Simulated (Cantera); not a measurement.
# B2H6 + NH3 + H2 (boron, boron nitride and boron oxide)

Charge: 1 mol B2H6, 0.36 mol NH3, 0.54 mol H2.

These are equilibrium values from Cantera (NASA tables, ideal gas, pure condensed phases), not measurements of a reactor. Candidate condensed phases: B, BN; 15 gas species. The feed counts by its element totals alone. Mutual solubility and eutectic melting of coexisting phases are not modelled. The numbers say what is thermodynamically allowed, not how fast it happens.

Question: Map the stable condensed phases over T = 1575, 1675, 1775, 1875, 1975, 2075, 2175, 2275, 2375 K and P in Pa = 10, 46, 220, 1000, 4600, 22000, 100000.

Answer: 
```
T in K \ P in Pa
             10     46    220   1000   4600  22000 100000
   2375       A      B      B      B      B      B      C
   2275       B      B      B      B      B      C      C
   2175       B      B      B      B      C      C      C
   2075       B      B      B      C      C      C      C
   1975       B      B      C      C      C      C      C
   1875       B      C      C      C      C      C      C
   1775       C      C      C      C      C      C      C
   1675       C      C      C      C      C      C      C
   1575       C      C      C      C      C      C      C
```
A: gas only; B: B; C: B + BN.
